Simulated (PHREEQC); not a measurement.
Consider water at 25 °C with 0.00098 mol/kgw TMAH, 0.0062 mol/kgw K2SO4 and 0.017 mol/kgw H3BO3. Closed to the air; pH follows from the charge balance.

Model: ion-association model, phreeqc.dat, run in PHREEQC.

```json
[
 {"quantity": "pH", "before": "7.96", "after": "8.14"},
 {"quantity": "ionic strength (mol/kgw)", "before": "0.0190", "after": "0.0192"},
 {"quantity": "H3BO3 (mol/kgw)", "before": "0.0160", "after": "0.0160"},
 {"quantity": "H2BO3- (mol/kgw)", "before": "0.000979", "after": "0.000980"}
]
```

Q: Which change was made?
A) diluted 2-fold with water
B) diluted 10-fold with water
C) 0.002 mol/kgw HCl added
D) K2SO4 left out
E) temperature from 25 to 5 °C

A: E, temperature from 25 to 5 °C

No solid was allowed to form. (CH3)4N+ isn't in the database: it is added as a free cation with an ion size of 4 Å. Away from 25 °C the constants follow the database's enthalpies or fits; those with neither stay at their 25 °C values.
